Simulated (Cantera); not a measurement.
## Adiabatic ignition

An adiabatic, constant-volume homogeneous reactor starts with CH4 : O2 : N2 = 1 : 3.39 : 12.7 (molar parts), at 1350 K and 1800000 Pa.

Cantera simulation using GRI-Mech 3.0 (53 species, 325 reactions); the numbers are that mechanism's predictions, not measurements. The pressure lies above the range GRI-Mech 3.0 was tuned for (to about 10 atm).

| t (s) | T (K) | P (bar) | x CH4 | x O2 | x CH2 | x CH2O | x HCO | x C2H6 |
|---|---|---|---|---|---|---|---|---|
| 5.00e-6 | 1350 | 18.0 | 0.0585 | 0.198 | <1e-12 | 9.27e-8 | <1e-12 | 9.80e-10 |
| 1.23e-5 | 1350 | 18.0 | 0.0585 | 0.198 | <1e-12 | 7.16e-7 | 2.11e-12 | 2.23e-8 |
| 3.03e-5 | 1350 | 18.0 | 0.0585 | 0.198 | 2.86e-12 | 7.00e-6 | 2.71e-11 | 7.52e-7 |
| 7.45e-5 | 1351 | 18.0 | 0.0584 | 0.198 | 2.30e-11 | 6.44e-5 | 3.91e-10 | 1.86e-5 |
| 0.000183 | 1355 | 18.1 | 0.0577 | 0.198 | 1.21e-10 | 0.000389 | 4.18e-9 | 0.000157 |
| 0.000451 | 2742 | 36.8 | <1e-12 | 0.0775 | <1e-12 | 6.45e-11 | 5.37e-9 | <1e-12 |
| 0.00111 | 2717 | 36.4 | <1e-12 | 0.0716 | <1e-12 | 5.66e-11 | 4.58e-9 | <1e-12 |
| 0.00273 | 2714 | 36.4 | <1e-12 | 0.0710 | <1e-12 | 5.59e-11 | 4.50e-9 | <1e-12 |
| 0.00671 | 2714 | 36.4 | <1e-12 | 0.0710 | <1e-12 | 5.58e-11 | 4.50e-9 | <1e-12 |
| 0.0165 | 2714 | 36.4 | <1e-12 | 0.0710 | <1e-12 | 5.58e-11 | 4.50e-9 | <1e-12 |
| 0.0406 | 2714 | 36.4 | <1e-12 | 0.0710 | <1e-12 | 5.58e-11 | 4.50e-9 | <1e-12 |
| 0.100 | 2714 | 36.4 | <1e-12 | 0.0710 | <1e-12 | 5.58e-11 | 4.50e-9 | <1e-12 |
x: mole fraction; the columns are a selection and need not sum to one.

The time of steepest temperature rise comes out as 0.363 ms. The temperature at 0.100 s comes out as 2714 K, the equilibrium temperature is 2714 K and the x(CH4) at 0.100 s comes out as <1e-12 (gas-phase equilibrium <1e-12). The x(O2) at 0.100 s comes out as 0.0710 (gas-phase equilibrium 0.0710) and the x(CH2) at 0.100 s is <1e-12 (gas-phase equilibrium <1e-12).
